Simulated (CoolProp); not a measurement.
Carbon dioxide along the isotherm 333.8 K: fugacity coefficient from the reference equation and from simpler models built on Tc = 304.1 K, pc = 73.77 bar, ω = 0.224; each cubic takes its own stable root.

Computed with CoolProp (reference Helmholtz-energy equation of state, Span 1996).

```tsv
p (bar)	phase	reference	van der Waals	Redlich-Kwong	Soave-Redlich-Kwong	Peng-Robinson
2.33	gas	0.9921	0.9925	0.9918	0.9922	0.9911
3.52	gas	0.9880	0.9887	0.9876	0.9882	0.9865
5.31	gas	0.9820	0.9830	0.9814	0.9822	0.9797
8.01	gas	0.9729	0.9744	0.9720	0.9732	0.9695
12.1	gas	0.9592	0.9614	0.9578	0.9596	0.9542
18.2	gas	0.9389	0.9421	0.9369	0.9396	0.9317
27.5	gas	0.9082	0.9127	0.9053	0.9095	0.8980
41.5	gas	0.8629	0.8686	0.8587	0.8649	0.8488
62.6	gas	0.7959	0.8020	0.7899	0.7995	0.7777
94.4	supercritical	0.6975	0.6983	0.6887	0.7043	0.6771
142	supercritical	0.5629	0.5589	0.5552	0.5788	0.5494
215	supercritical	0.4422	0.4558	0.4428	0.4667	0.4361
324	supercritical	0.3644	0.3991	0.3711	0.3940	0.3602
489	supercritical	0.3241	0.3881	0.3357	0.3585	0.3181
738	supercritical	0.3229	0.4403	0.3400	0.3650	0.3106
```
